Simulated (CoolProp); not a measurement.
Saturation properties of C2F6 (R116).

Computed with CoolProp (reference Helmholtz-energy equation of state, Lemmon 2006). It is a short technical equation, of lower accuracy than the large ones.

```
T (°C)  p (bar)  vapour density (kg/m³)  liquid cp (kJ/(kg K))  surface tension (mN/m)
------  -------  ----------------------  ---------------------  ----------------------
-42.85    4.869                   40.62                  1.053                    6.41
-36.75    6.064              (withheld)                  1.080                    5.66
-30.65    7.466                   62.66                  1.111                    4.91
-24.65    9.065                   76.87                  1.147                    4.20
-18.55    10.94                   94.32                  1.192              (withheld)
-12.45    13.09              (withheld)             (withheld)                    2.83
-6.35     15.54                   142.0             (withheld)                    2.18
-0.35     18.27                   174.9                  1.439                    1.58
5.75      21.42                   219.3             (withheld)                    1.01
11.85     24.98                   283.9                  2.115              (withheld)
```

Question: Complete the blanks.

Answer: 
- -36.75, vapour density (kg/m³): 50.63
- -18.55, surface tension (mN/m): 3.50
- -12.45, vapour density (kg/m³): 115.6
- -12.45, liquid cp (kJ/(kg K)): 1.248
- -6.35, liquid cp (kJ/(kg K)): 1.326
- 5.75, liquid cp (kJ/(kg K)): 1.638
- 11.85, surface tension (mN/m): 0.494

It boils at -78.1 °C under 1 atm.

Surface tension comes from a separate correlation (Mulero 2012).
